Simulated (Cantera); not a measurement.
## Diamond growth

A diamond (100) surface in a fixed gas of H2 with x(CH4) = 0.0052, x(H) = 0.0052, x(CH3) = 0.00032, 27.0 Torr; coverages are run to steady state.

Model: the Harris–Goodwin 1993 mechanism for the reconstructed diamond (100) surface, integrated in Cantera.

```json
[
 {"T (K)": "925", "growth (µm/h)": "3.90", "θ c6HH": "0.631", "θ c6H*": "0.0116", "θ c6*H": "0.297", "θ c6**": "0.00507", "θ c6HM": "0.0433"},
 {"T (K)": "1000", "growth (µm/h)": "5.54", "θ c6HH": "0.573", "θ c6H*": "0.0176", "θ c6*H": "0.359", "θ c6**": "0.00914", "θ c6HM": "0.0304"},
 {"T (K)": "1075", "growth (µm/h)": "6.27", "θ c6HH": "0.519", "θ c6H*": "0.0247", "θ c6*H": "0.414", "θ c6**": "0.0150", "θ c6HM": "0.0186"},
 {"T (K)": "1150", "growth (µm/h)": "4.74", "θ c6HH": "0.470", "θ c6H*": "0.0326", "θ c6*H": "0.462", "θ c6**": "0.0227", "θ c6HM": "0.00774"},
 {"T (K)": "1225", "growth (µm/h)": "2.81", "θ c6HH": "0.425", "θ c6H*": "0.0408", "θ c6*H": "0.497", "θ c6**": "0.0320", "θ c6HM": "0.00217"},
 {"T (K)": "1300", "growth (µm/h)": "2.16", "θ c6HH": "0.385", "θ c6H*": "0.0489", "θ c6*H": "0.522", "θ c6**": "0.0422", "θ c6HM": "0.000531"},
 {"T (K)": "1375", "growth (µm/h)": "2.09", "θ c6HH": "0.351", "θ c6H*": "0.0567", "θ c6*H": "0.538", "θ c6**": "0.0531", "θ c6HM": "0.000128"}
]
```
θ: site fractions in the mechanism's names (c6HH fully hydrogenated, c6H* and c6*H radical sites, c6** diradical, c6HM methylated).
